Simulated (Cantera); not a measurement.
Mixture: 20.4 % CO, 10.4 % H2, 0.879 % CH4, 14.3 % O2, 53.9 % N2, at 7200 Torr, adiabatic and at constant pressure. Ignition delay is the time to a rise of 400 K.

Computed with Cantera and GRI-Mech 3.0 (53 species, 325 reactions).

### Question
Predict: delay at 1125 K; delay at 1200 K; delay at 1275 K; delay at 1350 K; delay at 1425 K; apparent activation energy between 1275 and 1425 K.

### Answer
| Property | Value |
|---|---|
| delay at 1125 K | 0.177 ms |
| delay at 1200 K | 36.1 µs |
| delay at 1275 K | 11.9 µs |
| delay at 1350 K | 5.98 µs |
| delay at 1425 K | 3.78 µs |
| apparent activation energy between 1275 and 1425 K | 120 kJ/mol |
